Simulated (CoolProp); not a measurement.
n-nonane along the isotherm 326.85 °C: Z from the reference equation and from simpler models built on Tc = 321.4 °C, pc = 2.282 MPa, ω = 0.443; each cubic takes its own stable root.

The numbers come from the reference Helmholtz-energy equation of state, Lemmon 2006 in CoolProp. It is a short technical equation, of lower accuracy than the large ones.

| p (MPa) | phase | reference |
|---|---|---|
| 0.0108 | gas | 0.9984 |
| 0.0192 | gas | 0.9972 |
| 0.0342 | gas | 0.9949 |
| 0.0609 | gas | 0.9909 |
| 0.108 | gas | 0.9838 |
| 0.192 | gas | 0.9710 |
| 0.342 | gas | 0.9473 |
| 0.609 | gas | 0.9029 |
| 1.08 | gas | 0.8152 |
| 1.92 | gas | 0.6027 |
| 3.42 | supercritical | 0.2319 |

Question: How far does each simpler model (Redlich-Kwong, Peng-Robinson) lie from the reference over these 11 states: mean and median of the absolute difference, and the worst?

Answer: 
- Redlich-Kwong: mean 3.0 %, median 0.1 %, worst +27.3 % at 326.85 °C and 3.42 MPa
- Peng-Robinson: mean 1.8 %, median 0.2 %, worst +16.8 % at 326.85 °C and 3.42 MPa
